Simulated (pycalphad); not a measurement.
Source of the numbers: pycalphad with the COST 507 light-alloy database (1999); pressure 1 atm. The database dates from 1999; later assessments differ in places, in temperatures and in the compounds included. Diffusion is slow at the low end, where real alloys seldom reach equilibrium.

Molar enthalpy of Si-52.71Cu (wt.%) in equilibrium (SER reference):

```tsv
T (K)	H (kJ/mol)	phases
2350	88.35	liquid
2270	86.07	liquid
2190	83.78	liquid
2110	81.50	liquid
2030	79.21	liquid
1950	76.92	liquid
1870	74.64	liquid
1790	72.35	liquid
1710	70.06	liquid
1630	67.78	liquid
1550	65.48	liquid
1510	64.33	liquid
1470	62.71	liquid + diamond (Si)
1390	47.72	liquid + diamond (Si)
1310	38.52	liquid + diamond (Si)
1230	32.49	liquid + diamond (Si)
1150	28.13	liquid + diamond (Si)
1070	20.50	diamond (Si) + CU19SI6_ETA
1030	19.41	diamond (Si) + CU19SI6_ETA
990	18.33	diamond (Si) + CU19SI6_ETA
910	16.18	diamond (Si) + CU19SI6_ETA
830	14.06	diamond (Si) + CU19SI6_ETA
750	11.98	diamond (Si) + CU19SI6_ETA
670	9.92	diamond (Si) + CU19SI6_ETA
590	7.91	diamond (Si) + CU19SI6_ETA
510	5.94	diamond (Si) + CU19SI6_ETA
```

Cooling from 1510 K to 1070 K, across the freezing range, releases 43.8 kJ/mol, or 1100 J/g. The slope is 29 J/(mol K) in the liquid and 27 J/(mol K) just below the solidus, where it includes any heat of precipitation. Liquidus 1472 K, solidus 1074 K. Changes were sought between steps of 40 K, so a narrower field can be missed.

Database names, with the compositions (at.%) that they take in these runs: CU19SI6_ETA: Cu 76 Si 24.
